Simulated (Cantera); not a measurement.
Cantera run:

```python
import numpy as np
import cantera as ct

gas_names = """
    H H2 N NH NH2 NH3 N2 N2H2 N2H4 Zr ZrN
""".split()
cond_names = """
    Zr(a) Zr(b) Zr(L) ZrN(s) ZrN(L)
""".split()


# ... load() reads the species with a 1 bar reference pressure and builds the phases ...
atoms = {
    'ZrN': {'Zr': 1, 'N': 1},
    'H2': {'H': 2},
}
top_T = {}  # K; cautious upper limits of use, not melting points


# ... equilibrate(T, P, feed) seeds the gas with the atoms and calls Mixture.equilibrate('TP', solver="vcs", rtol=1e-11, max_steps=5000) ...
results = []
feed = {'ZrN': 1, 'H2': 3.6}  # mol
T = 2950  # K
P = 870  # Pa
mix = equilibrate(T, P, feed)
results.append((T, P, feed, dict(zip(mix.species_names, mix.species_moles))))
print(gas.report(threshold=1e-05))
for i in range(1, mix.n_phases):
    print(f"{mix.phase(i).name:16s} {mix.phase_moles(i):12.5e} mol")
```

Result:

```
       temperature   2950 K
          pressure   870 Pa
           density   0.00017533 kg/m^3
  mean mol. weight   4.9431 kg/kmol
   phase of matter   gas

                          1 kg             1 kmol
                     ---------------   ---------------
          enthalpy        4.6147e+07        2.2811e+08  J
   internal energy        4.1185e+07        2.0358e+08  J
           entropy             45816        2.2647e+05  J/K
    Gibbs function        -8.901e+07       -4.3998e+08  J
 heat capacity c_p            5206.4             25736  J/K
 heat capacity c_v            3524.4             17421  J/K

                      mass frac. Y      mole frac. X     chem. pot. / RT
                     ---------------   ---------------   ---------------
                 H           0.14023           0.68765           -13.511
                H2          0.091959           0.22547           -27.022
                 N        7.7891e-05        2.7488e-05           -17.896
                N2           0.37006          0.065298           -35.792
                Zr           0.39767          0.021548           -10.066
     [   +6 minor]         2.277e-06        6.7955e-07

Zr(L)             6.89743e-01 mol
ZrN(s)            1.73996e-01 mol
```

Cantera equilibrium calculation (NASA polynomials, part measured and part estimated; ideal gas, pure solids and liquids). Mutual solubility and eutectic melting of coexisting phases are not modelled. ZrN: taken at fixed stoichiometry. Condensed phases not in the tables: N, O or C dissolved in the metal.
